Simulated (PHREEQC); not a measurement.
Consider water at 85 °C with 0.11 mol HF, 0.062 mol NH4HF2 and 0.00045 mol H4SiO4 per kg of water. Closed to the air; pH follows from the charge balance.

The numbers come from PHREEQC with the ion-association model, phreeqc.dat.

### Question
The ionic strength comes out as 0.0637 mol/kgw. What activity coefficients do H+, SiF6-2, HF2-, NH4+, F- get?

### Answer
H+ 0.83, SiF6-2 0.39, HF2- 0.79, NH4+ 0.76, F- 0.77.

This is a speciation only: nothing precipitates in the calculation. Species that the database lacks are ignored. Away from 25 °C the constants follow the database's enthalpies or fits; those with neither stay at their 25 °C values. SiF6-2 is the database's only silicon fluoride.
